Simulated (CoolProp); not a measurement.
A single-stage vapour-compression cycle with R22: evaporating at 249.15 K (dew point), condensing at 295.15 K (bubble point), superheat 0 K, subcooling 8 K, compressor efficiency 0.75, no pressure losses. Each further row changes one setting.

Values from CoolProp's reference Helmholtz-energy equation of state, Kamei 1995.

```json
[
 {"case": "as stated", "cooling COP": "3.52", "pressure ratio": "4.59", "discharge temperature (K)": "337.1", "refrigerating effect (kJ/kg)": "179", "volumetric capacity (kJ/m³)": "1660"},
 {"case": "evaporating temperature 254.15 K", "cooling COP": "4.11", "pressure ratio": "___", "discharge temperature (K)": "331.3", "refrigerating effect (kJ/kg)": "181", "volumetric capacity (kJ/m³)": "2020"},
 {"case": "condensing temperature 290.15 K", "cooling COP": "4.05", "pressure ratio": "3.99", "discharge temperature (K)": "328.5", "refrigerating effect (kJ/kg)": "185", "volumetric capacity (kJ/m³)": "1720"},
 {"case": "subcooling 13 K", "cooling COP": "3.64", "pressure ratio": "4.59", "discharge temperature (K)": "337.1", "refrigerating effect (kJ/kg)": "185", "volumetric capacity (kJ/m³)": "1720"},
 {"case": "superheat 10 K", "cooling COP": "___", "pressure ratio": "4.59", "discharge temperature (K)": "___", "refrigerating effect (kJ/kg)": "185", "volumetric capacity (kJ/m³)": "___"},
 {"case": "compressor efficiency 0.65", "cooling COP": "3.05", "pressure ratio": "4.59", "discharge temperature (K)": "347.0", "refrigerating effect (kJ/kg)": "179", "volumetric capacity (kJ/m³)": "1660"}
]
```

### Question
Complete the blanks.

### Answer

- evaporating temperature 254.15 K, pressure ratio: 3.77
- superheat 10 K, cooling COP: 3.48
- superheat 10 K, discharge temperature (K): 348.6
- superheat 10 K, volumetric capacity (kJ/m³): 1640
